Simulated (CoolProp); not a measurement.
Vapour-liquid equilibrium of R1234yf (1) + R152A (2) at 0.344 MPa; x and y are mole fractions of (1).

Values from CoolProp's multi-fluid Helmholtz-energy mixture model, Lemmon 2022 and Outcalt 1996; pair parameters Bell 2023.

Question: Give the bubble temperature and the first vapour's composition at x = 0.2, 0.275, 0.725. Is there an azeotrope?

Answer: x = 0.2: 4.9 °C, y = 0.253; x = 0.275: 4.2 °C, y = 0.329; x = 0.725: 2.4 °C, y = 0.731. y crosses x between x = 0.8 and 0.875: the model has an azeotrope there.

The pair parameters rest on a limited set of measurements; away from them the model extrapolates.
